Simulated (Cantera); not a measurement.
Charge: 1 mol SO₂, 7.6 mol H₂, 0.22 mol N₂, held at 900 K and 4.10 mbar.

Method: chemical equilibrium by Gibbs-energy minimisation in Cantera with the NASA 1993 tables (ideal gas, pure condensed phases). Candidate condensed phases: H₂O, H₂SO₄, S; 35 gas species. Equilibrium is a limit: real reactors are often held back by kinetics, nucleation or transport.

Base state: H₂ 0.588, H₂O 0.256, H₂S 0.128, N₂ 0.0281, S₂ 5.67e-5 (mole fractions); condensed: gas only.

**Question.** What changes in the equilibrium state with this change: temperature from 900 K to 2075 K?

**Answer.** 
```
species   before    after
-------  -------  -------
H₂         0.588    0.663
H₂O        0.256    0.189
H        1.40e-9   0.0339
H₂S        0.128  0.00345
SO         <1e-9   0.0208
S          <1e-9   0.0134
SO₂      3.38e-8   0.0103
SH       1.75e-6   0.0114
S₂       5.67e-5   0.0280
N₂        0.0281   0.0254
OH         <1e-9  0.00110
S₂O      1.87e-9  8.02e-5
O          <1e-9  4.03e-5
```

**Question.** What changes in the equilibrium state with this change: temperature from 900 K to 2923 K?

**Answer.** 
| species | before | after |
|---|---|---|
| H | 1.40e-9 | 0.687 |
| H₂ | 0.588 | 0.126 |
| O | <1e-9 | 0.0715 |
| H₂O | 0.256 | 0.0125 |
| S | <1e-9 | 0.0458 |
| OH | <1e-9 | 0.0212 |
| SO | <1e-9 | 0.0160 |
| H₂S | 0.128 | 1.25e-5 |
| N₂ | 0.0281 | 0.0139 |
| O₂ | <1e-9 | 0.00281 |
| NO | <1e-9 | 0.000667 |
